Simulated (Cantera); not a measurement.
# Equilibrium for abatement and gas-phase synthesis: N2O + H2 + N2 + O2

Charge: 1 mol N2O, 0.26 mol H2, 0.71 mol N2, 0.62 mol O2, at 2877 °C and 75.0 Torr.

Cantera equilibrium calculation (NASA polynomials, part measured and part estimated; ideal gas, pure solids and liquids). Candidate condensed phases: H2O; 24 gas species. Rates play no part.

| Item | Value |
|---|---|
| x(N2) | 0.457 |
| x(O) | 0.228 |
| x(O2) | 0.152 |
| x(H) | 0.0652 |
| x(OH) | 0.0411 |
| x(NO) | 0.0368 |
| x(H2O) | 0.0121 |
| x(H2) | 0.00708 |
| x(N) | 7.48e-5 |
| gas amount | 3.596 mol |
